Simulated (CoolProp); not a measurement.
Vapour-liquid equilibrium of R141b (1) + n-pentane (2) at 24.45 °C; x and y are mole fractions of (1).

Model: multi-fluid Helmholtz-energy mixture model, Lemmon 2006 and Thol 2019; pair parameters Bell 2016, in CoolProp.

Task: Give the bubble pressure and the first vapour's composition at x = 0.05, 0.2, 0.5. Is there an azeotrope?

Result: x = 0.05: 69.70 kPa, y = 0.085; x = 0.2: 75.43 kPa, y = 0.271; x = 0.5: 80.41 kPa, y = 0.527. y crosses x between x = 0.5 and 0.65: the model has an azeotrope there.

Pair parameters are fitted to limited data, so mixtures are less certain than the pure fluids.
